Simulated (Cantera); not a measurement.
# Hydrocarbon pyrolysis for carbon deposition

An isothermal, constant-pressure homogeneous reactor starts with 2.44 % C₂H₆, 97.6 % N₂, at 1500 K and 0.900 Torr.

Model: GRI-Mech 3.0 (53 species, 325 reactions), integrated in Cantera. GRI-Mech 3.0 stops at C3 and has no aromatics, soot or wall deposition, so with more carbon than oxygen in the feed, carbon stays in small species such as C2H2 where larger ones or solid carbon would form. Radical loss at walls, strong at low pressure, is not modelled.

```
t (s)       x C₂H₆    x C₂H₂     x C₂H     x CH₄      x H₂     x CH₃
--------  --------  --------  --------  --------  --------  --------
0.000900    0.0242  2.60e-11    <1e-12   2.37e-6   3.99e-7  0.000360
0.00188     0.0240  6.11e-10    <1e-12   1.02e-5   4.81e-6  0.000742
0.00393     0.0235   2.64e-8    <1e-12   4.38e-5   5.67e-5   0.00150
0.00822     0.0220   2.05e-6  9.68e-11  0.000182  0.000556   0.00289
0.0172      0.0175   7.74e-5   7.43e-9  0.000743   0.00316   0.00522
0.0359     0.00807   0.00116   8.17e-8   0.00274    0.0106   0.00685
0.0751    0.000768   0.00698   3.46e-7   0.00566    0.0222   0.00369
0.157      2.44e-5    0.0139   2.81e-7   0.00587    0.0308   0.00117
0.328      4.15e-6    0.0176   1.73e-7   0.00553    0.0351  0.000547
0.686      1.73e-6    0.0196   1.18e-7   0.00521    0.0375  0.000322
1.44       8.80e-7    0.0205   8.61e-8   0.00489    0.0389  0.000213
3.00       4.80e-7    0.0209   6.50e-8   0.00454    0.0396  0.000148
```
x: mole fraction; the columns are a selection and need not sum to one.

Equilibrium at this temperature and pressure: C₂H₆ <1e-12, C₂H₂ 0.00559, C₂H 2.50e-8, CH₄ 7.61e-7, H₂ 0.0465, CH₃ 3.65e-8 (gas phase only).
